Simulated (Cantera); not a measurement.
Charge: 1 mol BF₃, 1.1 mol H₂O, at 0.0100 bar.

Cantera equilibrium calculation (NASA polynomials, part measured and part estimated; ideal gas, pure solids and liquids). Candidate condensed phases: B, B₂O₃, B₃O₃H₃, H₂O; 43 gas species. The tables' values for BF₂ are old estimates; treat these amounts as uncertain. Kinetics and transport are ignored.

log p: log10 of the partial pressure in bar; nothing condenses.

| T (K) | log p HF | log p BOF | log p H₂O | log p BF₃ | log p HBO₂ | log p H₂ |
|---|---|---|---|---|---|---|
| 1723 | -2.20 | -2.52 | -3.35 | -3.68 | -4.09 | -5.17 |
| 1773 | -2.20 | -2.52 | -3.40 | ? | -4.14 | ? |
| 1823 | -2.20 | -2.51 | -3.44 | ? | -4.17 | ? |
| 1873 | -2.19 | -2.51 | -3.48 | -4.07 | -4.21 | -4.85 |
| 1923 | -2.19 | -2.51 | -3.52 | -4.20 | -4.23 | -4.75 |
| 1973 | -2.19 | -2.50 | -3.55 | -4.33 | -4.26 | -4.66 |
| 2023 | -2.19 | -2.50 | -3.57 | -4.45 | -4.28 | -4.57 |
| 2073 | -2.19 | -2.50 | -3.60 | -4.57 | -4.30 | -4.48 |
| 2123 | -2.19 | -2.50 | -3.63 | -4.67 | -4.32 | -4.40 |
| 2173 | -2.19 | -2.50 | -3.66 | -4.77 | -4.35 | -4.33 |
| 2223 | -2.19 | -2.50 | -3.70 | -4.86 | -4.38 | -4.26 |

Question: What belongs in the gaps?

Answer: 
- 1773, log p BF₃: -3.81
- 1773, log p H₂: -5.06
- 1823, log p BF₃: -3.94
- 1823, log p H₂: -4.96
